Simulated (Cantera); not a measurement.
Input: 1 mol HMDSO, 8 mol O3, 4.4 mol H2, 0.68 mol O2, at 320 Pa.

Cantera equilibrium calculation (NASA polynomials, part measured and part estimated; ideal gas, pure solids and liquids). Candidate condensed phases: C, C6H6, C7H8, C8H18, H2O, Si, SiC, SiO2; 123 gas species. The feed counts by its element totals alone. The tables hold silica as quartz up to 1696 K and as liquid above; real silica turns to tridymite and cristobalite and melts near 1996 K. Equilibrium is a limit: real reactors are often held back by kinetics, nucleation or transport.

Problem. Which condensed phases are stable at each of these points (T (K)): 773, 873, 973, 1073, 1173, 1273, 1373, 1473, 1573, 1673, 1773, 1873, 1973, 2073?

Solution. 
```csv
T (K),condensed phases,Si condensed (%)
773,SiO2(α-quartz),100.0
873,SiO2(β-quartz),100.0
973,SiO2(β-quartz),100.0
1073,SiO2(β-quartz),100.0
1173,SiO2(β-quartz),100.0
1273,SiO2(β-quartz),100.0
1373,SiO2(β-quartz),100.0
1473,SiO2(β-quartz),100.0
1573,SiO2(β-quartz),100.0
1673,SiO2(β-quartz),100.0
1773,SiO2(condensed),100.0
1873,SiO2(condensed),99.7
1973,SiO2(condensed),98.5
2073,SiO2(l),92.8
```

At 773 K the condensed part is SiO2(α-quartz). From 873 K to 1673 K the condensed part is SiO2(β-quartz). From 1773 K to 1973 K the condensed part is SiO2(condensed). At 2073 K the condensed part is SiO2(l).
